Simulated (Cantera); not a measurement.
Feed: 1 mol Fe₂O₃, 7.9 mol C, 1.7 mol CO, at 0.133 bar.

These are equilibrium values from Cantera (NASA tables, ideal gas, pure condensed phases), not measurements of a reactor. Candidate condensed phases: C, Fe, Fe(CO)₅, FeO, Fe₂O₃, Fe₃O₄; 15 gas species. Iron dissolves carbon and melts from about 1420 K in contact with it, which pure phases cannot show. Condensed phases not in the tables: cementite and carbon dissolved in iron. Rates play no part. All values below are at 1948 K.

Base state: CO 0.998, Fe 0.00150 (mole fractions); condensed: C(graphite) + Fe(l).

Question: What changes in the equilibrium state with this change: 1.6 mol H₂O added?

Answer: 
```tsv
species	before	after
CO	0.998	0.796
H₂	0	0.201
Fe	0.00150	0.00150
H	0	0.00139
C₂H₂ (acetylene)	0	0.000108
C(graphite), mol	4.90	3.30
Fe(l), mol	1.99	1.99
```
Further candidate phases: C₆H₆, C₇H₈, C₈H₁₈, Fe(OH)₂, Fe(OH)₃, H₂O.
